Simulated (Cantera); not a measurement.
Ammonia decomposition in nitride growth gas

A perfectly stirred reactor is fed with 28.6 % NH3, 71.4 % H2, at 43000 Pa; it is held at 1500 K, and followed from long to short residence time.

Model: the gas-phase N/H chemistry of the illustrative SiF4/NH3 mechanism in the Surface Chemkin manual (1991), integrated in Cantera. Walls and surfaces, which speed up NH3 decomposition in real reactors, are not modelled.

```csv
τ (s),x NH3,x H2,x NH2,x NH,x N2,x H
11,0.271,0.723,1.52e-5,3.70e-8,0.00570,1.83e-5
2.7,0.282,0.717,1.57e-5,3.80e-8,0.00149,1.81e-5
0.65,0.285,0.715,1.57e-5,3.75e-8,0.000358,1.78e-5
0.16,0.285,0.714,1.51e-5,3.47e-8,8.10e-5,1.71e-5
0.039,0.286,0.714,1.28e-5,2.48e-8,1.37e-5,1.45e-5
0.0095,0.286,0.714,6.70e-6,6.85e-9,8.34e-7,7.59e-6
0.0023,0.286,0.714,1.87e-6,5.36e-10,1.39e-8,2.12e-6
0.00056,0.286,0.714,4.60e-7,3.23e-11,1.63e-10,5.21e-7
0.00014,0.286,0.714,1.15e-7,2.00e-12,1.32e-12,1.30e-7
```
x: mole fraction; the columns are a selection and need not sum to one.
